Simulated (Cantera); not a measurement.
An isothermal, constant-pressure homogeneous reactor starts with 84.7 % NH3, 15.3 % H2, at 1850 K and 353 Torr.

Computed with Cantera and the gas-phase N/H chemistry of the illustrative SiF4/NH3 mechanism in the Surface Chemkin manual (1991). Walls and surfaces, which speed up NH3 decomposition in real reactors, are not modelled.

x: mole fraction; the columns are a selection and need not sum to one.

```csv
t (s),x NH3,x H2,x N2H2,x NH,x N2H4,x N,x N2
3.00e-6,0.847,0.153,2.05e-11,1.08e-10,8.97e-12,<1e-12,<1e-12
1.25e-5,0.847,0.153,1.08e-9,3.60e-9,2.11e-10,2.28e-12,2.59e-11
5.22e-5,0.847,0.153,3.33e-8,8.12e-8,3.93e-9,3.39e-10,2.33e-8
0.000218,0.847,0.153,7.33e-7,1.23e-6,6.10e-8,2.00e-8,9.16e-6
0.000909,0.845,0.154,3.11e-6,3.95e-6,2.13e-7,1.08e-7,?
0.00379,0.837,0.160,3.12e-6,4.01e-6,2.13e-7,1.12e-7,0.00256
0.0158,0.805,0.183,2.91e-6,4.04e-6,2.01e-7,1.19e-7,0.0113
0.0660,0.689,0.268,2.24e-6,4.04e-6,1.62e-7,1.38e-7,0.0427
0.275,0.396,0.481,9.89e-7,3.62e-6,7.76e-8,1.66e-7,0.122
1.15,0.0818,0.711,1.25e-7,2.09e-6,8.88e-9,1.67e-7,0.207
4.79,?,0.767,?,?,8.56e-11,?,0.228
20.0,0.000545,0.770,2.95e-11,5.26e-8,1.47e-12,8.24e-9,0.229
```

Q: What belongs in the gaps?

A: 
- 0.000909, x N2: 0.000397
- 4.79, x NH3: 0.00444
- 4.79, x N2H2: 1.66e-9
- 4.79, x NH: 3.77e-7
- 4.79, x N: 5.53e-8
